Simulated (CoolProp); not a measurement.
Vapour pressure (MPa) of octamethyltrisiloxane (MDM): the reference equation beside estimates from Tc = 292.2 °C, pc = 1.438 MPa, ω = 0.528. Clausius-Clapeyron is anchored at 46.55 °C with a constant enthalpy of vaporisation of 46.33 kJ/mol.

The numbers come from the reference Helmholtz-energy equation of state, Thol 2017 in CoolProp.

| T (°C) | reference | Lee-Kesler | Clausius-Clapeyron | van der Waals | Redlich-Kwong | Soave-Redlich-Kwong |
|---|---|---|---|---|---|---|
| 17.55 | 0.0003017 | 0.0003266 | 0.0003190 | 0.04816 | 0.004745 | 0.0003291 |
| 32.05 | 0.0007815 | 0.0008213 | 0.0007929 | 0.06596 | 0.008844 | 0.0008266 |
| 46.55 | 0.001815 | 0.001867 | 0.001815 | 0.08793 | 0.01536 | 0.001876 |
| 61.05 | 0.003840 | 0.003893 | 0.003866 | 0.1145 | 0.02513 | 0.003905 |
| 75.55 | 0.007501 | 0.007529 | 0.007734 | 0.1462 | 0.03909 | 0.007541 |
| 90.05 | 0.01368 | 0.01364 | 0.01464 | 0.1832 | 0.05826 | 0.01365 |
| 104.55 | 0.02351 | 0.02336 | 0.02638 | 0.2261 | 0.08368 | 0.02335 |
| 119.05 | 0.03839 | 0.03807 | 0.04552 | 0.2752 | 0.1164 | 0.03806 |
| 133.65 | 0.06014 | 0.05958 | 0.07579 | 0.3311 | 0.1579 | 0.05961 |
| 148.15 | 0.09034 | 0.08946 | 0.1214 | 0.3936 | 0.2086 | 0.08966 |
| 162.65 | 0.1312 | 0.1299 | 0.1886 | 0.4631 | 0.2698 | 0.1305 |
| 177.15 | 0.1850 | 0.1832 | 0.2846 | 0.5400 | 0.3426 | 0.1847 |
| 191.65 | 0.2542 | 0.2519 | 0.4187 | 0.6245 | 0.4279 | 0.2547 |

Absolute difference from the reference over all 13 rows, mean and median: Lee-Kesler 1.9 and 1.0 %, Clausius-Clapeyron 20.9 and 12.2 %, van der Waals 2905.6 and 861.7 %, Redlich-Kwong 428.0 and 255.9 %, Soave-Redlich-Kwong 1.9 and 0.8 %.
